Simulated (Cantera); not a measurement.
A closed system holds: 1 mol Si, 2.1 mol Cl₂, a varied amount of H₂, equilibrated at 1225 K and 0.170 bar.

These are equilibrium values from Cantera (NASA tables, ideal gas, pure condensed phases), not measurements of a reactor. Candidate condensed phases: Si; 19 gas species. Rates play no part.

Q: Which condensed phases are stable at each of these points (n(H₂) (mol)): 1.9, 3.3, 4.6, 6, 7.3, 8.7, 10, 11, 13, 14, 15?

A: 
```tsv
n(H₂) (mol)	condensed phases	Si condensed (%)
1.9	gas only	0.0
3.3	gas only	0.0
4.6	gas only	0.0
6	gas only	0.0
7.3	gas only	0.0
8.7	gas only	0.0
10	gas only	0.0
11	gas only	0.0
13	Si(s)	1.2
14	Si(s)	2.1
15	Si(s)	3.0
```

From 1.9 mol H₂ to 11 mol H₂ nothing is condensed. From 13 mol H₂ to 15 mol H₂ the condensed part is Si(s).
